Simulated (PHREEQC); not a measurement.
Solution (20 °C): 0.064 mol HF, 0.13 mol NH4F, 6e-06 mol H4SiO4 and 0.024 mol H2SO4 per kg of water. Closed to the air; pH follows from the charge balance.

The numbers come from PHREEQC with the ion-association model, phreeqc.dat.

```json
[
 {"quantity": "pH", "before": "2.85", "after": "3.10"},
 {"quantity": "ionic strength (mol/kgw)", "before": "0.140", "after": "0.162"},
 {"quantity": "NH4+ (mol/kgw)", "before": "0.122", "after": "0.146"},
 {"quantity": "HF (mol/kgw)", "before": "0.0887", "after": "0.0657"},
 {"quantity": "F- (mol/kgw)", "before": "0.0638", "after": "0.0866"},
 {"quantity": "HF2- (mol/kgw)", "before": "0.0207", "after": "0.0208"},
 {"quantity": "SI of Quartz (SiO2)", "before": "-12.67", "after": "-12.43"}
]
```

Question: What was changed between the two runs?
A. NH4F from 0.13 to 0.065 mol/kgw
B. HF from 0.064 to 0.0128 mol/kgw
C. H2SO4 replaced by NH4HSO4 at the same molality
D. diluted 2-fold with water
E. 0.0027 mol/kgw LiOH added

Answer: C, H2SO4 replaced by NH4HSO4 at the same molality

Precipitation was switched off in this run. SiF6-2 is the database's only silicon fluoride.
